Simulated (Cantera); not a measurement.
Equilibrium for silicon carbide growth: SiCl4 + C2H4 + H2

A closed system holds: 1 mol SiCl4, a varied amount of C2H4, 13 mol H2, held at 1277 °C and 0.140 bar.

Cantera equilibrium calculation (NASA polynomials, part measured and part estimated; ideal gas, pure solids and liquids). Candidate condensed phases: C, C6H6, C7H8, C8H18, Si, SiC; 109 gas species. The tables' values for SiCl3 are old estimates; treat these amounts as uncertain. Rates play no part.

From 0.074 mol C2H4 to 0.42 mol C2H4 the condensed part is SiC(s). From 0.56 mol C2H4 to 0.74 mol C2H4 the condensed part is C(graphite) + SiC(s). The main Si-bearing gas is SiCl2 throughout. The share of Si in condensed phases is highest at 0.74 mol C2H4 (95.3 %) and lowest at 0.074 mol C2H4 (14.8 %).

| n(C2H4) (mol) | x H2 | x HCl | x SiCl2 | x SiCl3 | x SiCl4 | x SiHCl3 | x CH4 | x SiH2Cl2 | n SiC(s) | n C(graphite) |
|---|---|---|---|---|---|---|---|---|---|---|
| 0.074 | 0.801 | 0.143 | 0.0484 | 0.00528 | 0.00160 | 0.00110 | 2.81e-6 | 0.000124 | 0.148 | 0 |
| 0.098 | 0.798 | 0.149 | 0.0452 | 0.00514 | 0.00163 | 0.00107 | 3.26e-6 | 0.000116 | 0.196 | 0 |
| 0.13 | 0.794 | 0.157 | 0.0410 | 0.00493 | 0.00165 | 0.00103 | 3.97e-6 | 0.000104 | 0.260 | 0 |
| 0.18 | 0.789 | 0.169 | 0.0347 | 0.00451 | 0.00164 | 0.000938 | 5.44e-6 | 8.77e-5 | 0.360 | 0 |
| 0.23 | 0.783 | 0.182 | 0.0286 | 0.00401 | 0.00157 | 0.000830 | 7.55e-6 | 7.18e-5 | 0.460 | 0 |
| 0.31 | 0.774 | 0.202 | 0.0194 | 0.00304 | 0.00133 | 0.000625 | 1.36e-5 | 4.81e-5 | 0.620 | 0 |
| 0.42 | 0.760 | 0.230 | 0.00776 | 0.00140 | 0.000699 | 0.000285 | 4.31e-5 | 1.89e-5 | 0.839 | 0 |
| 0.56 | 0.755 | 0.241 | 0.00226 | 0.000429 | 0.000226 | 8.72e-5 | 0.000162 | 5.47e-6 | 0.952 | 0.165 |
| 0.74 | 0.761 | 0.236 | 0.00215 | 0.000398 | 0.000205 | 8.13e-5 | 0.000165 | 5.25e-6 | 0.953 | 0.524 |
x: gas mole fraction; n: condensed amount in mol.
